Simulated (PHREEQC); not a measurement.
PHREEQC input (Pitzer model, pitzer.dat):

```
SOLUTION 1
  temp 25
  units mol/kgw
  pH 7 charge
  C(4) 0.073
  Na 0.805
  S(6) 0.077
  Cl 0.025
END
USE solution 1
INCREMENTAL_REACTIONS false
REACTION 1
  H2O -1
  0 9.886 18.011 24.689 30.178 34.689 38.397 41.444
  43.949 46.007 47.699 49.089 50.232 51.172 51.944 52.578 moles
EQUILIBRIUM_PHASES 1
  Burkeite 0 0
  Halite 0 0
  Mirabilite 0 0
  Nahcolite 0 0
  Natron 0 0
  Thenardite 0 0
  Trona 0 0
  CO2(g) -3.4 10
SELECTED_OUTPUT 1
  -reset false
  -pH true
  -pe true
  -ionic_strength true
  -water true
  -activities H2O
  -totals C Cl Na S
  -molalities H+ Na+ Cl- CO3-2 SO4-2 OH- HCO3- CO2 HSO4-
  -equilibrium_phases Burkeite Halite Mirabilite Nahcolite Natron Thenardite Trona
PRINT
  -reset false
END
```

Selected output (columns that matter, 16 of 16 rows; water left (kg) added in front):

```
water left (kg)	pH	mu	C	Cl	Na	S	m_H+	m_Na+	m_Cl-	m_CO3-2	m_SO4-2	m_OH-	la_H2O	Trona
1.0033	9.9916	1.1341	0.36876	0.024918	0.80236	0.076747	2.2629e-10	0.80236	0.024918	0.25504	0.076747	0.00015563	-0.007461	0
0.825277	10.011	1.3847	0.4424	0.030293	0.97543	0.093302	2.2666e-10	0.97543	0.030293	0.31599	0.093302	0.00016285	-0.0088737	0
0.678977	10.028	1.6896	0.53121	0.03682	1.1856	0.11341	2.2752e-10	1.1856	0.03682	0.39061	0.11341	0.00016874	-0.01055	0
0.558738	10.044	2.0604	0.63839	0.044744	1.4407	0.13781	2.2846e-10	1.4407	0.044744	0.48183	0.13781	0.0001729	-0.012547	0
0.459913	10.059	2.5109	0.76785	0.054358	1.7503	0.16742	2.289e-10	1.7503	0.054358	0.59311	0.16742	0.00017496	-0.014938	0
0.378699	10.072	3.0576	0.92429	0.066016	2.1257	0.20333	2.2811e-10	2.1257	0.066016	0.72857	0.20333	0.00017458	-0.017827	0
0.311944	10.083	3.7205	1.1135	0.080143	2.5806	0.24684	2.2517e-10	2.5806	0.080143	0.89311	0.24684	0.00017149	-0.021365	0
0.25709	10.092	4.5231	1.3424	0.097242	3.1312	0.29951	2.1903e-10	3.1312	0.097242	1.0924	0.29951	0.00016555	-0.025767	0
0.211992	10.099	5.4937	1.6196	0.11793	3.7973	0.36322	2.0857e-10	3.7973	0.11793	1.3332	0.36322	0.00015675	-0.031353	0
0.174938	10.103	6.6647	1.9553	0.14291	4.6016	0.44016	1.9286e-10	4.6016	0.14291	1.6229	0.44016	0.0001453	-0.038591	0
0.144468	10.102	8.0756	2.3625	0.17305	5.5722	0.53299	1.7133e-10	5.5722	0.17305	1.9705	0.53299	0.00013161	-0.048191	0
0.119282	10.095	9.6558	2.8131	0.20959	6.6621	0.64553	1.4581e-10	6.6621	0.20959	2.3482	0.64553	0.00011727	-0.060291	0.0034459
0.0967524	10.079	9.8573	2.7082	0.25839	6.8099	0.79585	1.3832e-10	6.8099	0.25839	2.2515	0.79585	0.00011548	-0.06233	0.048708
0.0782311	10.058	10.118	2.5794	0.31957	7.0006	0.98426	1.2925e-10	7.0006	0.31957	2.133	0.98426	0.00011305	-0.065002	0.085778
0.0630288	10.031	10.459	2.4219	0.39664	7.2497	1.2217	1.1831e-10	7.2497	0.39664	1.9877	1.2217	0.0001097	-0.068564	0.11602
0.050556	9.9959	10.914	2.2296	0.4945	7.5807	1.5231	1.0518e-10	7.5807	0.4945	1.8104	1.5231	0.00010499	-0.073431	0.14058
```
